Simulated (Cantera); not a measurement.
**CuO + CH₄ + N₂ (carbothermic reduction)**

A closed system holds: 1 mol CuO, 0.51 mol CH₄, 8.2 mol N₂, held at 552 °C.

These are equilibrium values from Cantera (NASA tables, ideal gas, pure condensed phases), not measurements of a reactor. Candidate condensed phases: C, C₆H₆, C₇H₈, C₈H₁₈, Cu, CuO, Cu(OH)₂, Cu₂O, H₂O; 139 gas species. Equilibrium is a limit: real reactors are often held back by kinetics, nucleation or transport.

From 0.000100 bar to 1.90 bar the condensed part is Cu(s). At 10.0 bar the condensed part is C(graphite) + Cu(s).

```tsv
P (Pa)	x N₂	x H₂	x H₂O	x CO₂	x CO	x CH₄	n Cu(s)	n C(graphite)
10	0.843	0.0812	0.0236	0.0267	0.0257	6.64e-11	1.00	0
52	0.843	0.0812	0.0236	0.0267	0.0257	1.80e-9	1.00	0
270	0.843	0.0812	0.0236	0.0267	0.0257	4.84e-8	1.00	0
1400	0.843	0.0812	0.0236	0.0267	0.0257	1.30e-6	1.00	0
7200	0.843	0.0811	0.0237	0.0267	0.0257	3.42e-5	1.00	0
37000	0.844	0.0792	0.0242	0.0270	0.0247	0.000790	1.00	0
190000	0.854	0.0639	0.0289	0.0287	0.0178	0.00662	1.00	0
1000000	0.869	0.0395	0.0400	0.0290	0.00802	0.0141	1.00	0.0275
```
x: gas mole fraction; n: condensed amount in mol.
